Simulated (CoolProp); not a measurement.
Saturation properties of carbon dioxide (Tc = 304.1 K, pc = 7377 kPa, ω = 0.224).

Values from CoolProp's reference Helmholtz-energy equation of state, Span 1996.

| T (K) | p (kPa) | surface tension (mN/m) | liquid viscosity (µPa s) |
|---|---|---|---|
| 237.2 | 1163 | 11.8 | 180 |
| 241 | 1327 | 10.9 | [?] |
| 244.8 | [?] | 10.1 | [?] |
| 248.6 | 1707 | 9.32 | 150 |
| 252.4 | 1924 | 8.53 | [?] |
| 256.1 | [?] | 7.77 | 133 |
| 259.9 | 2412 | 7.01 | 125 |
| 263.7 | 2690 | 6.26 | 118 |

Task: Complete the blanks.

Result: 
- 241, liquid viscosity (µPa s): 170
- 244.8, p (kPa): 1509
- 244.8, liquid viscosity (µPa s): 160
- 252.4, liquid viscosity (µPa s): 141
- 256.1, p (kPa): 2155

Viscosity comes from a separate model (Laesecke 2017). Surface tension comes from a separate correlation (Mulero 2012).
